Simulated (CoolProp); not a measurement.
Saturated liquid density (kg/m³) of CHF3 (R23): the reference equation beside estimates from Tc = 26.1 °C, pc = 48.32 bar, ω = 0.263.

Values from CoolProp's reference Helmholtz-energy equation of state, Penoncello 2003.

| T (°C) | reference | van der Waals | Soave-Redlich-Kwong |
|---|---|---|---|
| -54.05 | 1333 | 753.6 | 1134 |
| -50.85 | 1319 | 745.8 | 1121 |
| -47.65 | 1305 | [?] | 1107 |
| -44.45 | 1290 | 729.6 | 1092 |
| -41.25 | 1276 | [?] | 1077 |
| -38.05 | 1260 | 712.7 | 1062 |
| -34.75 | [?] | [?] | 1046 |
| -31.55 | 1228 | [?] | 1029 |
| -28.35 | [?] | 685.1 | 1012 |

Q: Complete the blanks.

A: 
- -47.65, van der Waals: 737.8
- -41.25, van der Waals: 721.2
- -34.75, reference: 1244
- -34.75, van der Waals: 703.5
- -31.55, van der Waals: 694.5
- -28.35, reference: 1212

Absolute difference from the reference over all 9 rows, mean and median: van der Waals 43.5 and 43.5 %, Soave-Redlich-Kwong 15.6 and 15.6 %.
